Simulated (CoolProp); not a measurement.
Vapour-liquid equilibrium of CH2F2 (R32) (1) + R134a (2) at 1.95 MPa; x and y are mole fractions of (1).

Computed with CoolProp (multi-fluid Helmholtz-energy mixture model, Tillner-Roth 1997 and Tillner-Roth 1994; pair parameters Lemmon 2004).

| x | bubble temperature (°C) | y at the bubble point | dew temperature at overall composition x (°C) | liquid density (mol/L) |
|---|---|---|---|---|
| 0.05 | 64.0 | 0.082 | ? | 10.26 |
| 0.125 | 60.5 | 0.196 | ? | 10.71 |
| 0.2 | 57.2 | 0.302 | 60.4 | 11.16 |
| 0.275 | 54.1 | 0.398 | 58.1 | 11.64 |
| 0.35 | 51.1 | 0.486 | 55.7 | 12.14 |
| 0.425 | 48.3 | 0.566 | 53.2 | 12.66 |
| 0.5 | ? | 0.640 | 50.7 | 13.21 |
| 0.575 | 43.1 | 0.707 | 48.0 | ? |
| 0.65 | 40.6 | 0.769 | 45.3 | 14.41 |
| 0.725 | 38.3 | 0.827 | ? | 15.08 |
| 0.8 | 36.0 | ? | 39.4 | 15.80 |
| 0.875 | ? | 0.928 | 36.2 | 16.57 |
| 0.95 | 31.8 | 0.972 | 32.8 | 17.42 |

Task: Some entries are withheld; supply them.

Result: 
- 0.05, dew temperature at overall composition x (°C): 64.9
- 0.125, dew temperature at overall composition x (°C): 62.7
- 0.5, bubble temperature (°C): 45.6
- 0.575, liquid density (mol/L): 13.79
- 0.725, dew temperature at overall composition x (°C): 42.4
- 0.8, y at the bubble point: 0.879
- 0.875, bubble temperature (°C): 33.9

No azeotrope shows between x = 0.05 and 0.95.

Pair parameters are fitted to limited data, so mixtures are less certain than the pure fluids.
